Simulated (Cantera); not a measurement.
A Cantera script and its output.

```python
import numpy as np
import cantera as ct

gas = ct.Solution("h2o2.yaml")
gas.TPX = 925, 1333, {'H2': 0.005, 'O2': 1, 'N2': 4.4}
reactor = ct.IdealGasConstPressureReactor(gas, energy="off", clone=False)
net = ct.ReactorNet([reactor])
net.rtol, net.atol = 1e-08, 1e-18
show = ['H2', 'O2', 'H', 'O', 'OH']
times = np.geomspace(1e-06, 5, 10)

steps = ct.SolutionArray(gas, extra=["t"])
rows = []
print(f"{'t/s':>10s}{'T/K':>9s}{'P/Pa':>11s}" + "".join(f"{s:>11s}" for s in show))
for t in times:
    while net.time < t:
        t_next = net.step()
        steps.append(gas.state, t=t_next)
    rows.append([np.interp(t, steps.t, y) for y in (steps.T, steps.P, *steps(*show).X.T)])
    print(f"{t:10.3e}{rows[-1][0]:9.1f}{rows[-1][1]:11.4g}" + "".join(f"{x:11.3e}" for x in rows[-1][2:]))
rate = np.gradient(steps.T, steps.t)
print("integrator steps:", len(steps.t))
if steps.T.max() > steps.T[0] + 200:
    print(f"time of steepest temperature rise: {steps.t[rate.argmax()]:.4e} s")
gas.TPX = 925, 1333, {'H2': 0.005, 'O2': 1, 'N2': 4.4}
gas.equilibrate("TP")
print(f"equilibrium (TP): T = {gas.T:.1f} K  " + "  ".join(f"{s} {gas[s].X[0]:.3e}" for s in show))
```

It prints:

```
       t/s      T/K       P/Pa         H2         O2          H          O         OH
 1.000e-06    925.0       1333  9.251e-04  1.850e-01  1.802e-16  1.651e-19  1.650e-19
 5.550e-06    925.0       1333  9.251e-04  1.850e-01  9.949e-16  5.763e-18  5.758e-18
 3.081e-05    925.0       1333  9.251e-04  1.850e-01  5.477e-15  7.579e-17  7.567e-17
 1.710e-04    925.0       1333  9.251e-04  1.850e-01  2.870e-14  2.081e-15  2.065e-15
 9.491e-04    925.0       1333  9.251e-04  1.850e-01  1.200e-13  5.205e-14  5.003e-14
 5.268e-03    925.0       1333  9.251e-04  1.850e-01  3.178e-13  8.399e-13  6.739e-13
 2.924e-02    925.0       1333  9.251e-04  1.850e-01  2.263e-12  1.801e-11  9.429e-12
 1.623e-01    925.0       1333  9.248e-04  1.850e-01  1.693e-08  1.581e-07  7.534e-08
 9.008e-01    925.0       1333  3.593e-06  1.846e-01  3.369e-06  1.139e-04  1.141e-05
 5.000e+00    925.0       1333  9.301e-08  1.846e-01  5.347e-08  8.193e-06  2.529e-06
integrator steps: 939
equilibrium (TP): T = 925.0 K  H2 1.467e-13  O2 1.846e-01  H 8.695e-16  O 5.018e-11  OH 6.486e-09
```

Computed with Cantera and the H2/O2 subset of GRI-Mech 3.0, which has no nitrogen chemistry. Radical loss at walls, strong at low pressure, is not modelled. Below about 950 K walls govern HO2 and H2O2 in real vessels.
